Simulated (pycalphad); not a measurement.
An equivalent pycalphad script:

```python
from pycalphad import Database, equilibrium, calculate, variables as v
import numpy as np
db = Database('COST507.tdb')
comps = ['AL', 'SI', 'C', 'VA']
phases = ['AL4C3', 'AL4SIC4', 'AL8SIC7', 'CSI', 'DIAMOND_A4', 'FCC_A1', 'GRAPHITE', 'LIQUID']
eq = equilibrium(db, comps, phases, {v.X('SI'): 0.0042, v.X('C'): 0.0122, v.T: np.arange(1850, 499, -25), v.P: 101325, v.N: 1}, output=['HM', 'SM'])
```

Computed with pycalphad from the COST 507 light-alloy database (1999), at 1 atm. These are 1990s assessments: newer ones move some temperatures and phases. Phase fractions are per mole of atoms. Kinetics are ignored, which matters at the lower temperatures.

Results at three of the temperatures:

```
T = 1275.00 K, P = 101325 Pa, N = 1 mol of atoms
G = -64286 J/mol, H = 38405 J/mol, S = 80.54 J/(mol K)  (SER reference)
chemical potentials (J/mol): Al -64071, Si -102097, C -68604
phase             fraction      x(Al)      x(Si)       x(C)
LIQUID              0.9715     0.9957     0.0043   3.54e-06
AL4C3               0.0285     0.5713   0.000146     0.4286
```

```
T = 850.00 K, P = 101325 Pa, N = 1 mol of atoms
G = -33478 J/mol, H = 14456 J/mol, S = 56.39 J/(mol K)  (SER reference)
chemical potentials (J/mol): Al -32988, Si -36184, C -72059
phase             fraction      x(Al)      x(Si)       x(C)
FCC_A1              0.9721     0.9975     0.0025   6.36e-13
AL8SIC7             0.0279     0.5000     0.0625     0.4375
```

```
T = 700.00 K, P = 101325 Pa, N = 1 mol of atoms
G = -25451 J/mol, H = 9917 J/mol, S = 50.53 J/(mol K)  (SER reference)
chemical potentials (J/mol): Al -24886, Si -19405, C -73070
phase             fraction      x(Al)      x(Si)       x(C)
FCC_A1              0.9721     0.9975     0.0025   4.88e-14
AL8SIC7             0.0279     0.5000     0.0625     0.4375
```

Changes of the phase set, refined by bisection:

```
T (°C)               phases above                   phases below
------  -------------------------  -----------------------------
657.7              AL4C3 + LIQUID        AL4C3 + FCC_A1 + LIQUID
654.6     AL4C3 + FCC_A1 + LIQUID      AL8SIC7 + FCC_A1 + LIQUID
645.3   AL8SIC7 + FCC_A1 + LIQUID               AL8SIC7 + FCC_A1
399.8            AL8SIC7 + FCC_A1  AL8SIC7 + DIAMOND_A4 + FCC_A1
```

Database names, with the compositions (at.%) that they take in these runs: AL4C3: Al 57 C 43; AL8SIC7: Al 50 C 44 Si 6. FCC_A1 is fcc; DIAMOND_A4 is diamond (Si).
